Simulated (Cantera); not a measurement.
Feed: 1 mol FeS, 4.4 mol SO2, 0.077 mol CO2, equilibrated at 0.140 bar.

These are equilibrium values from Cantera (NASA tables, ideal gas, pure condensed phases), not measurements of a reactor. Candidate condensed phases: C, Fe, Fe(CO)5, FeO, FeS, FeSO4, FeS2, Fe2O3, Fe2(SO4)3, Fe3O4, S; 25 gas species. Mutual solubility and eutectic melting of coexisting phases are not modelled. FeS: taken at fixed stoichiometry. Gases not in the tables: S3 to S7. Equilibrium is a limit: real reactors are often held back by kinetics, nucleation or transport.

x: gas mole fraction; n: condensed amount in mol.

```tsv
T (K)	x SO2	x S2	x CO2	x S2O	n FeS2(s)	n Fe3O4(s)	n FeS(s)
775	0.979	0.00213	0.0182	0.000401	0.617	0.128	0
825	0.974	?	0.0181	?	0.600	0.133	0
875	0.963	?	0.0171	?	0	?	0.895
925	0.957	0.0239	0.0171	0.00220	0	0.0460	0.862
975	0.949	0.0308	0.0171	0.00259	0	0.0591	0.823
1025	0.941	0.0389	0.0170	0.00299	0	0.0742	0.777
1075	0.932	0.0479	0.0170	0.00341	0	0.0912	0.726
1125	0.921	0.0578	0.0169	0.00383	0	0.110	0.670
1175	0.910	0.0686	0.0168	0.00425	0	0.131	0.608
1225	0.897	0.0801	0.0166	0.00467	0	0.153	0.542
1275	0.885	0.0922	0.0164	0.00508	0	0.176	0.472
1325	0.871	0.105	0.0161	0.00547	0	0.200	0.399
```

Q: Fill in the missing entries.

A: 
- 825, x S2: 0.00717
- 825, x S2O: 0.000957
- 875, x S2: 0.0180
- 875, x S2O: 0.00184
- 875, n Fe3O4(s): 0.0349
